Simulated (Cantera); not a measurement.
Cantera run:

```python
import numpy as np
import cantera as ct

gas_names = """
    CL CLO CL2 N NO NO2 NO3 N2 N2O O O2 O3 Si SiCL SiCL2 SiCL3 SiCL4 SiN SiO SiO2 Si2 Si2N Si3
""".split()
cond_names = """
    Si(cr) Si(L) SiO2(Lqz) SiO2(hqz) SiO2(L) Si2N2O(s) Si3N4(a)
""".split()


# ... load() reads the species with a 1 bar reference pressure and builds the phases ...
atoms = {
    'SiCl4': {'Si': 1, 'CL': 4},
    'N2O': {'N': 2, 'O': 1},
    'N2': {'N': 2},
}
top_T = {'Si2N2O(s)': 2100, 'Si3N4(a)': 2400}  # K; cautious upper limits of use, not melting points


# ... equilibrate(T, P, feed) seeds the gas with the atoms and calls Mixture.equilibrate('TP', solver="vcs", rtol=1e-11, max_steps=5000) ...
results = []
T = 1573  # K
P = 10000  # Pa
for m in [0.3, 0.51, 0.85, 1.4, 2.4, 4.1, 6.8, 12, 19]:
    feed = {'SiCl4': 1, 'N2O': m, 'N2': 97}  # mol
    mix = equilibrate(T, P, feed)
    results.append((T, P, feed, dict(zip(mix.species_names, mix.species_moles))))
    x = sorted(zip(gas.X, gas.species_names), reverse=True)
    print(f"T = {T:g} K  P = {P:g} Pa  n(N2O) = {m:g} mol  gas = {mix.phase_moles(0):.4g} mol")
    print("   x: " + "  ".join(f"{s} {v:.3e}" for v, s in x if v > 0.001))
    print("   condensed (mol): " + ("  ".join(f"{mix.phase(i).name} {mix.phase_moles(i):.4g}"
          for i in range(1, mix.n_phases) if mix.phase_moles(i) > 1e-12) or "none"))
```

Result:

```
T = 1573 K  P = 10000 Pa  n(N2O) = 0.3 mol  gas = 98.73 mol
   x: N2 9.855e-01  SiCL4 8.486e-03  CL 5.509e-03
   condensed (mol): SiO2(hqz) 0.15
T = 1573 K  P = 10000 Pa  n(N2O) = 0.51 mol  gas = 99.2 mol
   x: N2 9.830e-01  CL 8.640e-03  SiCL4 7.442e-03
   condensed (mol): SiO2(hqz) 0.255
T = 1573 K  P = 10000 Pa  n(N2O) = 0.85 mol  gas = 99.93 mol
   x: N2 9.792e-01  CL 1.311e-02  SiCL4 5.720e-03  CL2 1.970e-03
   condensed (mol): SiO2(hqz) 0.425
T = 1573 K  P = 10000 Pa  n(N2O) = 1.4 mol  gas = 101.1 mol
   x: N2 9.736e-01  CL 1.923e-02  CL2 4.242e-03  SiCL4 2.956e-03
   condensed (mol): SiO2(hqz) 0.7
T = 1573 K  P = 10000 Pa  n(N2O) = 2.4 mol  gas = 102.9 mol
   x: N2 9.661e-01  CL 2.478e-02  CL2 7.045e-03  O2 1.850e-03
   condensed (mol): SiO2(hqz) 1
T = 1573 K  P = 10000 Pa  n(N2O) = 4.1 mol  gas = 105.4 mol
   x: N2 9.587e-01  CL 2.434e-02  O2 9.744e-03  CL2 6.793e-03
   condensed (mol): SiO2(hqz) 1
T = 1573 K  P = 10000 Pa  n(N2O) = 6.8 mol  gas = 109.5 mol
   x: N2 9.477e-01  CL 2.366e-02  O2 2.160e-02  CL2 6.422e-03
   condensed (mol): SiO2(hqz) 1
T = 1573 K  P = 10000 Pa  n(N2O) = 12 mol  gas = 117.3 mol
   x: N2 9.287e-01  O2 4.218e-02  CL 2.248e-02  CL2 5.794e-03
   condensed (mol): SiO2(hqz) 1
T = 1573 K  P = 10000 Pa  n(N2O) = 19 mol  gas = 127.8 mol
   x: N2 9.068e-01  O2 6.594e-02  CL 2.107e-02  CL2 5.091e-03  NO 1.034e-03
   condensed (mol): SiO2(hqz) 1
```

Cantera equilibrium calculation (NASA polynomials, part measured and part estimated; ideal gas, pure solids and liquids). The tables' values for SiCl3 are old estimates; treat these amounts as uncertain. The tables hold silica as quartz up to 1696 K and as liquid above; real silica turns to tridymite and cristobalite and melts near 1996 K.
